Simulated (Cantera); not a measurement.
## Si + HF + H₂ (silicon etching in halogen gases)

Input: 1 mol Si, 8.2 mol HF, 0.92 mol H₂, held at 25.0 Pa.

These are equilibrium values from Cantera (NASA tables, ideal gas, pure condensed phases), not measurements of a reactor. Candidate condensed phases: Si; 25 gas species. The tables' values for SiF₃, SiF₂ are old estimates; treat these amounts as uncertain. Rates play no part.

| T (°C) | log p HF | log p H₂ | log p SiF₄ | log p SiF₃ |
|---|---|---|---|---|
| 1077 | -3.89 | -4.05 | -4.51 | -7.11 |
| 1102 | -3.89 | -4.05 | -4.51 | -6.93 |
| 1127 | -3.89 | -4.05 | -4.51 | -6.76 |
| 1152 | -3.89 | -4.05 | -4.52 | -6.60 |
| 1177 | -3.89 | -4.05 | -4.52 | -6.44 |
| 1202 | -3.89 | -4.05 | -4.52 | -6.29 |
| 1227 | -3.89 | -4.05 | -4.52 | -6.15 |
| 1252 | -3.89 | -4.05 | -4.53 | -6.01 |
| 1277 | -3.89 | -4.05 | -4.53 | -5.88 |
| 1302 | -3.88 | -4.05 | -4.54 | -5.76 |
| 1327 | -3.88 | -4.06 | -4.55 | -5.64 |
| 1352 | -3.88 | -4.06 | -4.56 | -5.53 |
| 1377 | -3.88 | -4.06 | -4.58 | -5.43 |
| 1402 | -3.88 | -4.07 | -4.59 | -5.34 |
log p: log10 of the partial pressure in bar; nothing condenses.

From 1077 °C to 1402 °C nothing is condensed. The main Si-bearing gas is SiF₄ throughout.
